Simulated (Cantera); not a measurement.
Cantera run:

```python
import numpy as np
import cantera as ct

gas_names = """
    B BN BO BO2 B2 B2O B2O2 B2O3 N NO NO2 NO3 N2 N2O O O2 O3
""".split()
cond_names = """
    B(b) B(L) BN(s) B2O3(L)
""".split()


# ... load() reads the species with a 1 bar reference pressure and builds the phases ...
atoms = {
    'BN': {'B': 1, 'N': 1},
    'O2': {'O': 2},
}
top_T = {'BN(s)': 3200}  # K; cautious upper limits of use, not melting points


# ... equilibrate(T, P, feed) seeds the gas with the atoms and calls Mixture.equilibrate('TP', solver="vcs", rtol=1e-11, max_steps=5000) ...
results = []
feed = {'BN': 1, 'O2': 4.9}  # mol
P = 81000  # Pa
for T in [1573, 1623, 1673, 1723, 1773, 1823, 1873, 1923, 1973, 2023, 2073, 2123, 2173]:
    mix = equilibrate(T, P, feed)
    results.append((T, P, feed, dict(zip(mix.species_names, mix.species_moles))))

top = {s: max(r[3][s] / sum(r[3][g] for g in gas_names) for r in results) for s in gas_names}
cols = sorted((s for s in top if top[s] > 0.0001), key=lambda s: -top[s])[:7]
seen = [c for c in cond_names if any(r[3].get(c, 0) > 1e-12 for r in results)]
print("log10 of partial pressures in bar; condensed amounts in mol")
print(f"{'T/K':>10s}" + "".join(f"{s[:9]:>10s}" for s in cols + seen))
for T, P, feed, n in results:
    ng = sum(n[g] for g in gas_names)
    print(f"{T:10.4g}" + "".join(f"{np.log10(max(n[s] / ng * P / 1e5, 1e-99)):10.3f}" for s in cols)
          + "".join(f"{n.get(c, 0):10.4g}" for c in seen))
```

It prints:

```
log10 of partial pressures in bar; condensed amounts in mol
       T/K        O2        N2      B2O3       BO2        NO         O   B2O3(L)
      1573    -0.141    -1.063    -4.047    -4.468    -2.976    -5.052    0.4994
      1623    -0.141    -1.063    -3.658    -4.135    -2.883    -4.792    0.4985
      1673    -0.142    -1.064    -3.294    -3.823    -2.795    -4.547    0.4966
      1723    -0.142    -1.066    -2.952    -3.529    -2.713    -4.316    0.4927
      1773    -0.143    -1.067    -2.631    -3.252    -2.636    -4.099    0.4849
      1823    -0.145    -1.070    -2.328    -2.992    -2.565    -3.894    0.4699
      1873    -0.148    -1.074    -2.042    -2.746    -2.498    -3.700     0.442
      1923    -0.153    -1.080    -1.773    -2.514    -2.437    -3.518    0.3917
      1973    -0.162    -1.090    -1.517    -2.295    -2.384    -3.347    0.3027
      2023    -0.177    -1.106    -1.276    -2.089    -2.339    -3.187    0.1463
      2073    -0.191    -1.120    -1.139    -1.940    -2.297    -3.035         0
      2123    -0.192    -1.123    -1.146    -1.863    -2.244    -2.884         0
      2173    -0.193    -1.125    -1.155    -1.790    -2.194    -2.740         0
```

Method: chemical equilibrium by Gibbs-energy minimisation in Cantera with the NASA 1993 tables (ideal gas, pure condensed phases).
